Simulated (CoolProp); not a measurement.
A Linde-Hampson liquefier for CF4 (R14): isothermal reversible compression at 280 K from 1 atm to 15 MPa, throttling to 1 atm, return gas leaving the recuperator 0 K below the feed. Each further row changes one setting.

The numbers come from the reference Helmholtz-energy equation of state, Platzer 1990 in CoolProp. This equation is an older, rougher fit; its heat capacities, sound speeds and derivatives of the liquid may be far off and weren't checked against measurements.

| case | liquid yield per pass | compression work (kJ/kg of gas) |
|---|---|---|
| as stated | 0.309 | 116 |
| high pressure 30 MPa | 0.344 | 131 |
| warm-end temperature 310 K | 0.220 | 135 |
| warm-end gap 5 K | 0.297 | 116 |
